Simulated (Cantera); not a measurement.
Input: 1 mol MgSO4, 0.21 mol H2, 0.64 mol O2, held at 2173 K and 3.30 bar.

These are equilibrium values from Cantera (NASA tables, ideal gas, pure condensed phases), not measurements of a reactor. Equilibrium is a limit: real reactors are often held back by kinetics, nucleation or transport.

```json
[
 {"species": "O2", "before": "0.459", "after": "0.458"},
 {"species": "SO2", "before": "0.443", "after": "0.443"},
 {"species": "H2O", "before": "0.0915", "after": "0.0909"},
 {"species": "OH", "before": "0.00385", "after": "0.00470"},
 {"species": "Mg(OH)2", "before": "1.28e-5", "after": "1.77e-5"},
 {"species": "H", "before": "2.25e-5", "after": "3.48e-5"},
 {"species": "SO", "before": "0.000226", "after": "0.000329"},
 {"species": "O", "before": "0.000847", "after": "0.00116"},
 {"species": "H2", "before": "7.15e-5", "after": "9.73e-5"},
 {"species": "HO2", "before": "1.25e-5", "after": "1.48e-5"},
 {"species": "SO3", "before": "0.00196", "after": "0.00175"},
 {"species": "MgO(s), mol", "before": "1.000", "after": "1.000"}
]
```
Gas species are given as mole fractions.

Task: Name the change that produced these shifts.
A) temperature from 2173 K to 2223 K
B) temperature from 2173 K to 500 K
C) H2 from 0.21 to 1.4 mol
D) H2 from 0.21 to 0.91 mol

Result: A, temperature from 2173 K to 2223 K
